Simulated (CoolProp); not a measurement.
Aqueous calcium chloride as a coolant, 27 % by mass, freezing at -35.3 °C, 1 atm.

Values from CoolProp's Melinder's fits for secondary coolants.

```csv
T (°C),viscosity (mPa s),Prandtl number,density (kg/m³),conductivity (W/(m K))
-20.7,(withheld),49.7,1267,0.508
-14.6,7.29,39.0,1264,0.516
-8.6,5.94,(withheld),1262,0.525
-2.5,4.92,25.8,1260,0.533
3.5,(withheld),21.6,1257,0.542
9.6,3.57,18.4,1254,0.550
15.6,3.10,15.8,1252,(withheld)
21.7,2.72,13.8,(withheld),0.567
27.7,2.42,(withheld),1245,0.576
33.8,2.15,10.7,1241,0.584
```

**Question.** Fill in the missing entries.

**Answer.** 
- -20.7, viscosity (mPa s): 9.19
- -8.6, Prandtl number: 31.5
- 3.5, viscosity (mPa s): 4.16
- 15.6, conductivity (W/(m K)): 0.559
- 21.7, density (kg/m³): 1248
- 27.7, Prandtl number: 12.1
